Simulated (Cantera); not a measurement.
A Cantera script and its output.

```python
import numpy as np
import cantera as ct

gas = ct.Solution("gri30.yaml")
gas.TPX = 1675, 640000, {'CH4': 1, 'CO': 0.13, 'O2': 1.03, 'N2': 9.4}
reactor = ct.IdealGasConstPressureReactor(gas, energy="on", clone=False)
net = ct.ReactorNet([reactor])
net.rtol, net.atol = 1e-08, 1e-16
show = ['CH4', 'CO', 'O2', 'NO', 'CH2O']
times = np.geomspace(2e-06, 2, 16)

steps = ct.SolutionArray(gas, extra=["t"])
rows = []
print(f"{'t/s':>10s}{'T/K':>9s}{'P/Pa':>11s}" + "".join(f"{s:>11s}" for s in show))
for t in times:
    while net.time < t:
        t_next = net.step()
        steps.append(gas.state, t=t_next)
    rows.append([np.interp(t, steps.t, y) for y in (steps.T, steps.P, *steps(*show).X.T)])
    print(f"{t:10.3e}{rows[-1][0]:9.1f}{rows[-1][1]:11.4g}" + "".join(f"{x:11.3e}" for x in rows[-1][2:]))
rate = np.gradient(steps.T, steps.t)
print("integrator steps:", len(steps.t))
if steps.T.max() > steps.T[0] + 200:
    print(f"time of steepest temperature rise: {steps.t[rate.argmax()]:.4e} s")
gas.TPX = 1675, 640000, {'CH4': 1, 'CO': 0.13, 'O2': 1.03, 'N2': 9.4}
gas.equilibrate("HP")
print(f"equilibrium (HP): T = {gas.T:.1f} K  " + "  ".join(f"{s} {gas[s].X[0]:.3e}" for s in show))
```

Result:

```
       t/s      T/K       P/Pa        CH4         CO         O2         NO       CH2O
 2.000e-06   1674.9    6.4e+05  8.649e-02  1.125e-02  8.910e-02  8.658e-14  6.493e-07
 5.024e-06   1674.8    6.4e+05  8.645e-02  1.124e-02  8.908e-02  3.201e-13  4.827e-06
 1.262e-05   1674.7    6.4e+05  8.630e-02  1.124e-02  8.903e-02  1.512e-12  3.584e-05
 3.170e-05   1675.8    6.4e+05  8.561e-02  1.126e-02  8.874e-02  8.635e-12  2.197e-04
 7.962e-05   1687.6    6.4e+05  8.154e-02  1.191e-02  8.661e-02  7.216e-11  9.773e-04
 2.000e-04   2314.2    6.4e+05  1.234e-03  6.810e-02  2.303e-05  1.873e-05  8.843e-06
 5.024e-04   2305.8    6.4e+05  3.879e-04  7.562e-02  5.100e-07  6.916e-05  1.771e-06
 1.262e-03   2301.7    6.4e+05  1.261e-05  7.827e-02  4.675e-07  1.359e-04  6.729e-08
 3.170e-03   2301.6    6.4e+05  5.498e-10  7.837e-02  4.902e-07  1.178e-04  1.737e-08
 7.962e-03   2302.0    6.4e+05  2.368e-10  7.836e-02  4.936e-07  6.267e-05  1.736e-08
 2.000e-02   2302.3    6.4e+05  2.223e-10  7.836e-02  4.954e-07  3.302e-05  1.735e-08
 5.024e-02   2302.4    6.4e+05  2.196e-10  7.836e-02  4.959e-07  2.433e-05  1.735e-08
 1.262e-01   2302.4    6.4e+05  2.195e-10  7.836e-02  4.960e-07  2.372e-05  1.735e-08
 3.170e-01   2302.4    6.4e+05  2.195e-10  7.836e-02  4.960e-07  2.372e-05  1.735e-08
 7.962e-01   2302.4    6.4e+05  2.195e-10  7.836e-02  4.960e-07  2.372e-05  1.735e-08
 2.000e+00   2302.4    6.4e+05  2.195e-10  7.836e-02  4.960e-07  2.372e-05  1.735e-08
integrator steps: 1823
time of steepest temperature rise: 1.6685e-04 s
equilibrium (HP): T = 2302.4 K  CH4 2.472e-10  CO 7.836e-02  O2 4.960e-07  NO 2.372e-05  CH2O 1.735e-08
```

Model: GRI-Mech 3.0 (53 species, 325 reactions), integrated in Cantera.
